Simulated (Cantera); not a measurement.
An isothermal, constant-pressure homogeneous reactor starts with N₂O = 1 (molar parts), at 1425 K and 760 Torr.

Computed with Cantera and GRI-Mech 3.0 (53 species, 325 reactions). GRI-Mech 3.0 was tuned for natural gas; its chemistry of N2O as a main component is partial and can be far from experiment. The temperature is held fixed by assumption; the heat of reaction is taken as removed at once.

Question: Predict: x(N₂O) at 50.0 s; x(NO₂) at 50.0 s; x(N₂) at 50.0 s; x(O) at 50.0 s; x(NO) at 50.0 s.

Answer: 
```json
{
 "x(N₂O) at 50.0 s": "3.46e-6 (gas-phase equilibrium 5.63e-8)",
 "x(NO₂) at 50.0 s": "0.000830 (gas-phase equilibrium 8.33e-6)",
 "x(N₂) at 50.0 s": "0.614 (gas-phase equilibrium 0.666)",
 "x(O) at 50.0 s": "7.36e-7 (gas-phase equilibrium 8.00e-7)",
 "x(NO) at 50.0 s": "0.105 (gas-phase equilibrium 0.000968)"
}
```
